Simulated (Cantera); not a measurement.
Input: 1 mol SiHCl₃, 67 mol N₂, equilibrated at 1073 K and 1.33 mbar.

Method: chemical equilibrium by Gibbs-energy minimisation in Cantera with the NASA 1993 tables (ideal gas, pure condensed phases). Candidate condensed phases: NH₄Cl, Si, Si₃N₄; 28 gas species. N₂ is the only nitrogen source here; it is nearly inert below about 1500 K, so the nitride shown seldom forms there in practice. The tables' values for SiCl₃ are old estimates; treat these amounts as uncertain. The numbers say what is thermodynamically allowed, not how fast it happens.

Base state: N₂ 0.978, HCl 0.0139, SiCl₄ 0.00739, H₂ 0.000362, SiCl₃ 0.000141, SiCl₂ 4.31e-5 (mole fractions); condensed: Si₃N₄(s).

**Question.** What changes in the equilibrium state with this change: 0.25 mol H₂O added?

**Answer.** 
| species | before | after |
|---|---|---|
| N₂ | 0.978 | 0.973 |
| HCl | 0.0139 | 0.0202 |
| SiCl₄ | 0.00739 | 0.00579 |
| H₂ | 0.000362 | 0.000857 |
| SiCl₃ | 0.000141 | 0.000118 |
| Si₃N₄(s), mol | 0.161 | 0.0307 |
| Si₂N₂O(s), mol | 0 | 0.250 |
Mutual solubility and eutectic melting of coexisting phases are not modelled. Further candidate phases: H₂O, SiO₂, Si₂N₂O.
